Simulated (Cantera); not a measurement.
Feed: 1 mol Si, 0.0029 mol H₂O, 18 mol H₂, at 4400 Pa.

Method: chemical equilibrium by Gibbs-energy minimisation in Cantera with the NASA 1993 tables (ideal gas, pure condensed phases). Candidate condensed phases: H₂O, Si, SiO₂; 18 gas species. Mutual solubility and eutectic melting of coexisting phases are not modelled. The tables hold silica as quartz up to 1696 K and as liquid above; real silica turns to tridymite and cristobalite and melts near 1996 K. Gases not in the tables: Si₂H₆ and higher silanes. Equilibrium is a limit: real reactors are often held back by kinetics, nucleation or transport.

x: gas mole fraction; n: condensed amount in mol.

| T (K) | x H₂ | x H | x Si | x SiH | x SiO | n Si(s) | n SiO₂(β-quartz) | n Si(l) |
|---|---|---|---|---|---|---|---|---|
| 1048 | 1.00 | 3.68e-8 | <1e-12 | <1e-12 | 8.00e-8 | 0.999 | 0.00145 | 0 |
| 1148 | 1.000 | 3.42e-7 | 4.15e-12 | 1.85e-11 | 2.54e-6 | 0.999 | 0.00143 | 0 |
| 1248 | 1.000 | 2.23e-6 | 1.76e-10 | 4.13e-10 | 4.60e-5 | 0.998 | 0.00103 | 0 |
| 1348 | 1.000 | 1.10e-5 | 4.27e-9 | 5.77e-9 | 0.000161 | 0.997 | 0 | 0 |
| 1448 | 1.000 | 4.39e-5 | 6.65e-8 | 5.59e-8 | 0.000161 | 0.997 | 0 | 0 |
| 1548 | 1.000 | 0.000147 | 7.22e-7 | 4.01e-7 | 0.000161 | 0.997 | 0 | 0 |
| 1648 | 0.999 | 0.000424 | 5.85e-6 | 2.26e-6 | 0.000161 | 0.997 | 0 | 0 |
| 1748 | 0.999 | 0.00109 | 3.31e-5 | 9.23e-6 | 0.000161 | 0 | 0 | 0.996 |
| 1848 | 0.997 | ___ | ___ | ___ | 0.000161 | 0 | 0 | 0.993 |
| 1948 | 0.994 | ___ | ___ | ___ | 0.000161 | 0 | 0 | 0.984 |
| 2048 | 0.987 | 0.0106 | 0.00172 | 0.000218 | 0.000160 | 0 | 0 | 0.959 |

Question: Complete the blanks.

Answer: 
- 1848, x H: 0.00252
- 1848, x Si: 0.000143
- 1848, x SiH: 2.98e-5
- 1948, x H: 0.00537
- 1948, x Si: 0.000528
- 1948, x SiH: 8.49e-5
